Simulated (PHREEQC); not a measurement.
Make-up at 25 °C: 2.1 mmol/kgw MgCl2, 0.15 mmol/kgw FeCl2 and 0.0074 mmol/kgw H4SiO4. Closed to the air; pH follows from the charge balance.

Computed with PHREEQC (ion-association model, phreeqc.dat).

The pH is 6.65 and the ionic strength is 0.00675 mol/kgw. The specific conductance is 535 µS/cm.

| species | molality | activity | log γ |
|---|---|---|---|
| Cl- | 0.00450 | 0.00412 | -0.038 |
| Mg+2 | 0.00210 | 0.00151 | -0.145 |
| Fe+2 | 0.000149 | 0.000107 | -0.144 |
| H4SiO4 | 7.40e-6 | 7.41e-6 | 0.001 |
| FeCl+ | 6.64e-7 | 6.09e-7 | -0.038 |
| H+ | 2.44e-7 | 2.26e-7 | -0.034 |
| FeOH+ | 1.63e-7 | 1.50e-7 | -0.037 |
| OH- | 4.90e-8 | 4.49e-8 | -0.038 |
| MgOH+ | 2.63e-8 | 2.42e-8 | -0.036 |
| H3SiO4- | 5.28e-9 | 4.84e-9 | -0.038 |

This is a speciation only: nothing precipitates in the calculation.
